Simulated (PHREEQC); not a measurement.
0.38 g of hydrous ferric oxide (600 m²/g; 0.2 weak and 0.005 strong sites per Fe, Dzombak-Morel constants, diffuse double layer) in 1 kg of water with 0.001 mol/kgw of an inert sodium salt and 4.1e-06 mol/kgw SrCl2 and 8.6e-06 mol/kgw CaCl2, at 25 °C; the pH is set by adding NaOH or the inert anion's acid. Oxygen alone is held at its pressure in air (log pO2 = -0.68). CO2 from the air is kept out. Nothing may precipitate in this run.

Base run: PHREEQC, ion-association model, wateq4f.dat. Each further column changes one thing. The table gives Sr sorbed (%).

| pH | base | no electrostatic term (-no_edl) | background salt from 0.001 to 0.0001 mol/kgw | oxide from 0.38 to 1.9 g/kgw |
|---|---|---|---|---|
| 3 | 0.0 | 0.0 | 0.0 | 0.0 |
| 3.5 | 0.0 | 0.0 | 0.0 | 0.0 |
| 4.5 | 0.0 | 0.3 | 0.0 | 0.0 |
| 5 | 0.0 | 0.9 | 0.0 | 0.0 |
| 6 | 0.0 | 7.9 | 0.0 | 0.1 |
| 6.5 | 0.1 | … | 0.1 | 0.6 |
| 7.5 | 8.2 | 45.7 | 8.5 | 31.1 |
| 8 | 39.2 | 51.1 | 40.8 | … |
| 9 | 97.0 | 43.6 | … | 99.7 |
| 9.5 | 99.6 | 32.4 | 99.7 | 100.0 |
| 10.5 | 100.0 | 19.8 | 100.0 | 100.0 |
| 11 | 100.0 | 23.7 | 100.0 | 100.0 |

Problem. Complete the blanks.

Solution. 
- 6.5, no electrostatic term (-no_edl): 18.8
- 8, oxide from 0.38 to 1.9 g/kgw: 79.8
- 9, background salt from 0.001 to 0.0001 mol/kgw: 97.3

The oxide is taken as insoluble; below pH 4 it would dissolve.
